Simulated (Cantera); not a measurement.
**CuF2 + HF + N2 (halide evaporation, hydrolysis and transport)**

Input: 1 mol CuF2, 0.025 mol HF, 3.7 mol N2, at 0.0180 bar.

Method: chemical equilibrium by Gibbs-energy minimisation in Cantera with the NASA 1993 tables (ideal gas, pure condensed phases). Candidate condensed phases: Cu, CuF2; 25 gas species. The numbers say what is thermodynamically allowed, not how fast it happens.

From 1373 K to 1823 K nothing is condensed. The main Cu-bearing gas is CuF2 throughout.

| T (K) | log p N2 | log p CuF2 | log p F | log p CuF | log p HF | log p Cu | log p F2 | log p NF |
|---|---|---|---|---|---|---|---|---|
| 1373 | -1.85 | -2.42 | -4.39 | -4.39 | -4.02 | -10.91 | -9.10 | -13.49 |
| 1423 | -1.85 | -2.43 | -4.16 | -4.16 | -4.02 | -10.33 | -8.88 | -13.06 |
| 1473 | -1.85 | -2.43 | -3.95 | -3.95 | -4.02 | -9.78 | -8.67 | -12.67 |
| 1523 | -1.86 | -2.44 | -3.76 | -3.76 | -4.03 | -9.28 | -8.48 | -12.30 |
| 1573 | -1.86 | -2.46 | -3.59 | -3.59 | -4.03 | -8.80 | -8.31 | -11.96 |
| 1623 | -1.86 | -2.47 | -3.42 | -3.42 | -4.03 | -8.35 | -8.16 | -11.65 |
| 1673 | -1.86 | -2.50 | -3.27 | -3.27 | -4.03 | -7.93 | -8.02 | -11.35 |
| 1723 | -1.87 | -2.53 | -3.14 | -3.14 | -4.04 | -7.54 | -7.90 | -11.08 |
| 1773 | -1.87 | -2.58 | -3.01 | -3.01 | -4.05 | -7.16 | -7.80 | -10.84 |
| 1823 | -1.88 | -2.64 | -2.91 | -2.91 | -4.05 | -6.81 | -7.72 | -10.61 |
log p: log10 of the partial pressure in bar; nothing condenses.
